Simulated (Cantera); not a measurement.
Input: 1 mol Si3N4, 0.19 mol O2, 81 mol H2, at 1648.15 K and 10.0 mbar.

Equilibrium computed with Cantera from the NASA thermochemical tables; the gas is ideal and each condensed phase is pure. Rates play no part.

| species | before | after |
|---|---|---|
| H2 | 0.971 | 0.998 |
| N2 | 0.0240 | 0.00156 |
| H | 0.000879 | 4.14e-8 |
| SiO | 0.00456 | <1e-9 |
| Si | 2.58e-5 | <1e-9 |
| Si(s), mol | 2.62 | 0 |
| Si2N2O(s), mol | 0 | 0.380 |
| Si3N4(s), mol | 0 | 0.747 |
Gas species are given as mole fractions.

Question: What was changed between the two runs?
A) temperature from 1648.15 K to 1023 K
B) temperature from 1648.15 K to 1598.15 K
C) temperature from 1648.15 K to 1798 K
D) temperature from 1648.15 K to 1725 K

Answer: A, temperature from 1648.15 K to 1023 K. Mutual solubility and eutectic melting of coexisting phases are not modelled
